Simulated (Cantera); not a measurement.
A Cantera script and its output.

```python
import numpy as np
import cantera as ct

surf = ct.Interface("diamond.yaml", "diamond_100")
gas, bulk = surf.adjacent["gas"], surf.adjacent["diamond"]
k = surf.kinetics_species_index(bulk.species_names[0])
cover = ["c6HH", "c6H*", "c6*H", "c6**", "c6HM", "c6B"]

rows, drift = [], 0.0
print(f"{'T':>10s}{'um/h':>11s}" + "".join(f"{s:>11s}" for s in cover))
for v in [950, 1025, 1100, 1175, 1250, 1325, 1400]:
    T, P, xH, xCH3 = v, 23000, 0.0088, 0.0014
    gas.TPX = T, P, {"H": xH, "CH3": xCH3, "CH4": 0.014, "H2": 1 - xH - xCH3 - 0.014}
    surf.TP = bulk.TP = T, P
    surf.coverages = "c6H*:0.1, c6HH:0.9"
    surf.advance_coverages(100.0)
    before = surf.coverages
    surf.advance_coverages(100.0)
    drift = max(drift, np.max(np.abs(surf.coverages - before) / (surf.coverages + 1e-9)))
    rate = surf.net_production_rates[k] * bulk.mean_molecular_weight / bulk.density * 3.6e9
    rows.append([rate, *surf[cover].coverages])
    print(f"{v:10.4g}{rate:11.4e}" + "".join(f"{x:11.3e}" for x in rows[-1][1:]))
```

Output:

```
         T       um/h       c6HH       c6H*       c6*H       c6**       c6HM        c6B
       950 1.1613e+02  5.662e-01  1.274e-02  2.938e-01  5.695e-03  9.320e-02  3.151e-07
      1025 1.6850e+02  5.199e-01  1.891e-02  3.537e-01  1.008e-02  6.924e-02  4.572e-07
      1100 2.2196e+02  4.741e-01  2.605e-02  4.061e-01  1.627e-02  5.087e-02  6.023e-07
      1175 2.5268e+02  4.327e-01  3.402e-02  4.518e-01  2.446e-02  3.439e-02  6.857e-07
      1250 2.2402e+02  3.970e-01  4.265e-02  4.918e-01  3.471e-02  1.843e-02  6.079e-07
      1325 1.5853e+02  3.640e-01  5.137e-02  5.223e-01  4.658e-02  7.165e-03  4.302e-07
      1400 1.1891e+02  3.328e-01  5.953e-02  5.409e-01  5.928e-02  2.267e-03  3.227e-07
```

Detailed kinetics in Cantera: the Harris–Goodwin 1993 mechanism for the reconstructed diamond (100) surface.
